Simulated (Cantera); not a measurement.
Cantera with NASA thermochemical tables; ideal gases at 1 bar, condensed phases pure. Values are per mole of reaction as written; species without (g) are pure solids or liquids, kept so even where they would boil at 1 bar.

2 LiCl(g) + NO(g) ⇌ Cl2(g) + Li2O + N(g), with ΔH° = 174.2 kJ and ΔS° = -222.2 J/K at 300 K.

### Question
How far is the shortcut ΔG° ≈ ΔH°(300 K) − T·ΔS°(300 K) from the full temperature-dependent value at 1223, 1373, 1523, 1673, 1823 K?

### Answer
```json
[
 {"T (K)": "1223", "shortcut (kJ)": "445.9", "full (kJ)": "427.3", "difference (kJ)": "18.6", "difference in log10 K": "-0.79"},
 {"T (K)": "1373", "shortcut (kJ)": "479.2", "full (kJ)": "454.6", "difference (kJ)": "24.7", "difference in log10 K": "-0.94"},
 {"T (K)": "1523", "shortcut (kJ)": "512.6", "full (kJ)": "481.2", "difference (kJ)": "31.4", "difference in log10 K": "-1.08"},
 {"T (K)": "1673", "shortcut (kJ)": "545.9", "full (kJ)": "507.1", "difference (kJ)": "38.8", "difference in log10 K": "-1.21"},
 {"T (K)": "1823", "shortcut (kJ)": "579.2", "full (kJ)": "532.4", "difference (kJ)": "46.8", "difference in log10 K": "-1.34"}
]
```
The shortcut ignores the heat-capacity change of the reaction.
